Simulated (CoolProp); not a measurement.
n-perfluorohexane at 293.15 K and 0.0112 MPa is throttled through a valve to 0.000828 MPa with no heat exchange. Each further row changes one setting.

Values from CoolProp's reference Helmholtz-energy equation of state, Gao 2022.

| case | final density (kg/m³) |
|---|---|
| as stated | ? |
| outlet pressure 0.000248 MPa | ? |
| outlet pressure 0.00108 MPa | ? |

Fill in the missing entries.


- as stated, final density (kg/m³): 0.115
- outlet pressure 0.000248 MPa, final density (kg/m³): 0.0344
- outlet pressure 0.00108 MPa, final density (kg/m³): 0.150
